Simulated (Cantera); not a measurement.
An adiabatic, constant-volume homogeneous reactor starts with 6.50 % CH4, 1.82 % C2H6, 19.4 % O2, 63.9 % N2, 8.45 % H2O, equivalence ratio 1.0, at 1700 K and 458 Torr.

Model: GRI-Mech 3.0 (53 species, 325 reactions), integrated in Cantera.

One state of this run: T (K) = 2726; P (bar) = 1.07; x CH4 = <1e-12; x C2H6 = <1e-12; x O2 = 0.0329; x CH2O = 5.36e-10; x HCN = 1.45e-10; x H2 = 0.0342. x: mole fraction; the columns are a selection and need not sum to one.

Task: Which value of t (s) does it belong to?
A. 1.00e-5
B. 7.86e-5
C. 2.80e-5
D. 0.107

Result: B, 7.86e-5
